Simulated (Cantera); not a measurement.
An adiabatic, constant-pressure homogeneous reactor starts with CH₄ : C₂H₆ : O₂ : N₂ = 1 : 0.053 : 4.75 : 17.9 (molar parts), at 1675 K and 5480 Torr. Integrator tolerance rtol = 1e-08.

Cantera simulation using GRI-Mech 3.0 (53 species, 325 reactions); the numbers are that mechanism's predictions, not measurements.

### Question
What does this change do: constant volume in place of constant pressure?

### Answer
```
quantity                                                              before                                    after
---------------------------------  -----------------------------------------  ---------------------------------------
time of steepest temperature rise                                    22.5 µs                                  20.8 µs
temperature at 0.200 s                                                2527 K                                   2697 K
equilibrium temperature                                               2527 K                                   2697 K
x(CH₄) at 0.200 s                      <1e-12 (gas-phase equilibrium <1e-12)    <1e-12 (gas-phase equilibrium <1e-12)
x(C₂H₆) at 0.200 s                     <1e-12 (gas-phase equilibrium <1e-12)    <1e-12 (gas-phase equilibrium <1e-12)
x(O₂) at 0.200 s                       0.0982 (gas-phase equilibrium 0.0982)    0.0953 (gas-phase equilibrium 0.0953)
x(H₂) at 0.200 s                   0.000694 (gas-phase equilibrium 0.000694)  0.00114 (gas-phase equilibrium 0.00114)
x(C₂H₂) at 0.200 s                     <1e-12 (gas-phase equilibrium <1e-12)    <1e-12 (gas-phase equilibrium <1e-12)
```
